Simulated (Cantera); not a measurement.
An isothermal, constant-pressure homogeneous reactor starts with C3H8 : H2 = 1 : 2.3 (molar parts), at 1325 K and 0.133 bar. Integrator tolerance rtol = 1e-08.

Model: GRI-Mech 3.0 (53 species, 325 reactions), integrated in Cantera. GRI-Mech 3.0 was tuned for natural gas; its chemistry of propane as a main component is partial and can be far from experiment. GRI-Mech 3.0 stops at C3 and has no aromatics, soot or wall deposition, so with more carbon than oxygen in the feed, carbon stays in small species such as C2H2 where larger ones or solid carbon would form.

What does this change do: pressure from 0.133 bar to 0.000210 bar?


```
quantity                                              before                                     after
-----------------  -----------------------------------------  ----------------------------------------
x(C3H8) at 3.00 s    1.33e-7 (gas-phase equilibrium 1.23e-7)    1.40e-7 (gas-phase equilibrium <1e-12)
x(H2) at 3.00 s          0.625 (gas-phase equilibrium 0.615)       0.574 (gas-phase equilibrium 0.761)
x(C2H6) at 3.00 s    9.43e-5 (gas-phase equilibrium 9.02e-5)  5.68e-5 (gas-phase equilibrium 4.88e-10)
x(CH4) at 3.00 s         0.176 (gas-phase equilibrium 0.189)    0.212 (gas-phase equilibrium 0.000489)
x(C2H4) at 3.00 s      0.0297 (gas-phase equilibrium 0.0281)     0.132 (gas-phase equilibrium 7.79e-5)
x(H) at 3.00 s       3.86e-6 (gas-phase equilibrium 3.54e-6)   4.73e-5 (gas-phase equilibrium 9.91e-5)
x(C2H) at 3.00 s   5.74e-10 (gas-phase equilibrium 5.28e-10)   3.70e-9 (gas-phase equilibrium 1.70e-8)
```
Radical loss at walls, strong at low pressure, is not modelled.
